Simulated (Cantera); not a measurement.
A perfectly stirred reactor is fed with CH4 : C2H6 : C3H8 : O2 : N2 = 1 : 0.95 : 0.2 : 9.17 : 34.5 (molar parts), equivalence ratio 0.69, at 18.0 bar; it is adiabatic with a 500 K inlet, and is followed from long to short residence time, starting on the burning branch (τ in s: 0.24, 0.099, 0.041, 0.017, 0.0068, 0.0028, 0.0011, 0.00046, 0.00019, 7.7e-05).

Detailed kinetics in Cantera: GRI-Mech 3.0 (53 species, 325 reactions). The pressure lies above the range GRI-Mech 3.0 was tuned for (to about 10 atm).

x: mole fraction; the columns are a selection and need not sum to one.

```tsv
τ (s)	T (K)	x CH4	x C2H6	x C3H8	x C2H2	x HCO
0.24	2002	1.60e-7	?	4.45e-9	1.27e-7	3.56e-10
0.099	2002	3.81e-7	?	1.07e-8	3.01e-7	8.62e-10
0.041	2003	8.89e-7	?	2.54e-8	6.96e-7	2.07e-9
0.017	2002	2.01e-6	?	5.95e-8	1.54e-6	4.98e-9
0.0068	2000	4.42e-6	?	1.41e-7	3.27e-6	1.24e-8
0.0028	1997	8.86e-6	?	3.13e-7	6.08e-6	2.99e-8
0.0011	1990	1.75e-5	?	6.94e-7	1.05e-5	7.61e-8
0.00046	1979	3.28e-5	?	1.43e-6	1.61e-5	1.85e-7
0.00019	1958	6.42e-5	?	2.96e-6	2.36e-5	4.65e-7
7.7e-5	1916	0.000144	?	6.71e-6	3.54e-5	1.22e-6
```

Task: Fill in the missing entries.

Result: 
- 0.24, x C2H6: 2.27e-8
- 0.099, x C2H6: 5.43e-8
- 0.041, x C2H6: 1.29e-7
- 0.017, x C2H6: 2.99e-7
- 0.0068, x C2H6: 6.99e-7
- 0.0028, x C2H6: 1.52e-6
- 0.0011, x C2H6: 3.30e-6
- 0.00046, x C2H6: 6.67e-6
- 0.00019, x C2H6: 1.38e-5
- 7.7e-5, x C2H6: 3.17e-5
